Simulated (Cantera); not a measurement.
Input: 1 mol Si, 8.8 mol H2, held at 775 °C and 0.100 bar.

Equilibrium computed with Cantera from the NASA thermochemical tables; the gas is ideal and each condensed phase is pure. Candidate condensed phases: Si; 9 gas species. Equilibrium is a limit: real reactors are often held back by kinetics, nucleation or transport.

Problem. What is the equilibrium state?

Solution. 
| Property | Result |
|---|---|
| x(H2) | 1.00 |
| n(Si(s)) | 1.00 mol |
| gas amount | 8.800 mol |
